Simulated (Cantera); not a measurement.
SiCl4 + Cl2 + H2 (chlorosilane synthesis and conversion)

Charge: 1 mol SiCl4, 1.2 mol Cl2, 20 mol H2, held at 1427 °C.

Method: chemical equilibrium by Gibbs-energy minimisation in Cantera with the NASA 1993 tables (ideal gas, pure condensed phases). Candidate condensed phases: Si; 19 gas species. The tables' values for SiCl3, SiCl are old estimates; treat these amounts as uncertain. Equilibrium is a limit: real reactors are often held back by kinetics, nucleation or transport.

```json
[
 {"P (Pa)": "10000", "x H2": "0.769", "x HCl": "0.187", "x SiCl2": "0.0405", "x SiHCl3": "0.000187", "x SiCl4": "0.000235", "x SiCl3": "0.00220"},
 {"P (Pa)": "31000", "x H2": "0.772", "x HCl": "0.185", "x SiCl2": "0.0383", "x SiHCl3": "0.000542", "x SiCl4": "0.000670", "x SiCl3": "0.00361"},
 {"P (Pa)": "98000", "x H2": "0.776", "x HCl": "0.180", "x SiCl2": "0.0343", "x SiHCl3": "0.00149", "x SiCl4": "0.00179", "x SiCl3": "0.00558"},
 {"P (Pa)": "310000", "x H2": "0.784", "x HCl": "0.172", "x SiCl2": "0.0276", "x SiHCl3": "0.00364", "x SiCl4": "0.00414", "x SiCl3": "0.00762"},
 {"P (Pa)": "960000", "x H2": "0.794", "x HCl": "0.162", "x SiCl2": "0.0190", "x SiHCl3": "0.00732", "x SiCl4": "0.00773", "x SiCl3": "0.00864"},
 {"P (Pa)": "3000000", "x H2": "0.803", "x HCl": "0.152", "x SiCl2": "0.0106", "x SiHCl3": "0.0119", "x SiCl4": "0.0117", "x SiCl3": "0.00793"}
]
```
x: gas mole fraction; nothing condenses.

From 10000 Pa to 3000000 Pa nothing is condensed. The main Si-bearing gas is SiCl2 at 10000 Pa and SiHCl3 at 3000000 Pa.
